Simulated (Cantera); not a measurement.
A closed system holds: 1 mol PbO, 0.092 mol CO, 36 mol N2, equilibrated at 750 Torr.

Method: chemical equilibrium by Gibbs-energy minimisation in Cantera with the NASA 1993 tables (ideal gas, pure condensed phases). Candidate condensed phases: C, Pb, PbO, PbO2, Pb3O4; 27 gas species. Each liquid is taken as pure. Mutual solubility and eutectic melting of coexisting phases are not modelled. Kinetics and transport are ignored.

Problem. At 1173 K, list the 4 most abundant gas species with their mole fractions, and the condensed phases.

Solution. N2 0.997, CO2 0.00255, Pb 0.000422, PbO 3.86e-5. Condensed: Pb(l) + PbO(l).
